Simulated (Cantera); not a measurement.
Input: 1 mol Si3H8, 0.11 mol Cl2, 56 mol N2, equilibrated at 1300 K and 0.00133 bar.

Method: chemical equilibrium by Gibbs-energy minimisation in Cantera with the NASA 1993 tables (ideal gas, pure condensed phases). Candidate condensed phases: NH4Cl, Si, Si3N4; 28 gas species. The feed counts by its element totals alone. N2 is the only nitrogen source here; it is nearly inert below about 1500 K, so the nitride shown seldom forms there in practice. The numbers say what is thermodynamically allowed, not how fast it happens.

Base state: N2 0.929, H2 0.0669, HCl 0.00378 (mole fractions); condensed: Si3N4(s).

Task: What changes in the equilibrium state with this change: Si3H8 replaced by SiHCl3?

Result: 
```csv
species,before,after
N2,0.929,0.969
HCl,0.00378,0.0164
SiCl2,3.10e-6,0.00780
H2,0.0669,0.000485
SiCl4,<1e-9,0.00420
SiCl3,1.83e-8,0.00235
Cl,3.73e-7,1.90e-5
"Si3N4(s), mol",1.000,0.0574
```
The tables' values for SiCl3 are old estimates; treat these amounts as uncertain.
